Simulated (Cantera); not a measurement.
Feed: 1 mol Si, 16 mol HBr, 37 mol H₂, equilibrated at 1223 K and 0.0133 bar.

Method: chemical equilibrium by Gibbs-energy minimisation in Cantera with the NASA 1993 tables (ideal gas, pure condensed phases). Candidate condensed phases: Br₂, Si; 19 gas species. The tables' values for SiBr₃ are old estimates; treat these amounts as uncertain. The numbers say what is thermodynamically allowed, not how fast it happens.

Base state: H₂ 0.732, HBr 0.248, SiBr₂ 0.00922, SiBr₄ 0.00823, SiBr₃ 0.00112, SiHBr₃ 0.000452, Br 0.000274, SiH₂Br₂ 1.18e-5 (mole fractions); condensed: gas only.

Problem. What changes in the equilibrium state with this change: pressure from 0.0133 bar to 0.000690 bar?

Solution. 
```json
[
 {"species": "H₂", "before": "0.732", "after": "0.719"},
 {"species": "HBr", "before": "0.248", "after": "0.261"},
 {"species": "SiBr₂", "before": "0.00922", "after": "0.0174"},
 {"species": "SiH₂Br₂", "before": "1.18e-5", "after": "1.14e-6"},
 {"species": "SiHBr₃", "before": "0.000452", "after": "4.64e-5"}
]
```
